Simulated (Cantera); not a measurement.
A Cantera script and its output.

```python
import numpy as np
import cantera as ct

gas = ct.Solution("h2o2.yaml")
gas.TPX = 600, 1000000, {'H2': 1, 'O2': 0.417, 'N2': 1.75, 'H2O': 0.8}
flame = ct.FreeFlame(gas, width=0.008)
flame.set_refine_criteria(ratio=3, slope=0.08, curve=0.16)
flame.transport_model = "mixture-averaged"
flame.solve(loglevel=0, auto=True)
flame.transport_model = "multicomponent"
flame.soret_enabled = False
flame.solve(loglevel=0, refine_grid=True)
z, T = flame.grid, flame.T
thick = (T[-1] - T[0]) / np.gradient(T, z).max()
show = ['H2', 'O2', 'H2O', 'HO2', 'OH', 'H']
print(f"laminar burning velocity  {flame.velocity[0] * 100:.3f} cm/s")
print(f"burnt temperature         {T[-1]:.1f} K")
print(f"thermal thickness         {thick * 1e3:.4f} mm")
print(f"grid points               {len(z)}")
z0 = z[flame.heat_release_rate.argmax()]
print(f"{'z/mm':>9s}{'T/K':>9s}{'u/(m/s)':>9s}" + "".join(f"{s:>11s}" for s in show))
rows = []
for k in (-3, -2, -1.5, -1, -0.5, -0.25, 0, 0.25, 0.5, 1, 2, 4, 8):
    zz = z0 + k * thick
    rows.append([k * thick, np.interp(zz, z, T), np.interp(zz, z, flame.velocity),
                 *(np.interp(zz, z, flame.X[gas.species_index(s)]) for s in show)])
    print(f"{rows[-1][0] * 1e3:9.3f}{rows[-1][1]:9.1f}{rows[-1][2]:9.3f}" + "".join(f"{x:11.3e}" for x in rows[-1][3:]))
```

It prints:

```
laminar burning velocity  168.750 cm/s
burnt temperature         2095.4 K
thermal thickness         0.0373 mm
grid points               110
     z/mm      T/K  u/(m/s)         H2         O2        H2O        HO2         OH          H
   -0.112    600.6    1.684  2.497e-01  1.054e-01  2.024e-01  1.793e-07  1.451e-14  3.753e-15
   -0.075    604.3    1.682  2.432e-01  1.063e-01  2.044e-01  2.174e-06  1.275e-12  2.382e-13
   -0.056    611.4    1.686  2.353e-01  1.072e-01  2.072e-01  7.406e-06  1.413e-11  2.531e-12
   -0.037    645.0    1.741  2.152e-01  1.088e-01  2.155e-01  4.829e-05  7.146e-10  1.406e-10
   -0.019    860.7    2.225  1.655e-01  1.028e-01  2.522e-01  6.362e-04  4.246e-06  4.390e-06
   -0.009   1171.5    2.971  1.273e-01  8.340e-02  3.008e-01  1.158e-03  2.210e-04  3.431e-04
    0.000   1520.1    3.824  8.912e-02  5.323e-02  3.624e-01  6.154e-04  1.178e-03  2.379e-03
    0.009   1743.1    4.375  6.272e-02  2.840e-02  4.077e-01  2.431e-04  2.823e-03  4.591e-03
    0.019   1861.2    4.666  4.945e-02  1.503e-02  4.314e-01  1.047e-04  4.102e-03  5.141e-03
    0.037   1967.1    4.922  4.035e-02  5.538e-03  4.494e-01  3.097e-05  4.506e-03  4.149e-03
    0.075   2035.7    5.081  3.650e-02  1.780e-03  4.589e-01  8.151e-06  3.296e-03  2.445e-03
    0.149   2070.4    5.159  3.492e-02  5.460e-04  4.635e-01  1.823e-06  1.918e-03  1.276e-03
    0.298   2086.0    5.193  3.426e-02  1.465e-04  4.657e-01  3.027e-07  1.011e-03  6.402e-04
```

Computed with Cantera and the H2/O2 subset of GRI-Mech 3.0, which has no nitrogen chemistry. The hydrogen kinetics of GRI-Mech 3.0 are dated; newer H2 mechanisms differ, most at raised pressure. Burning velocities carry a grid error of a few per cent, more on coarse grids.
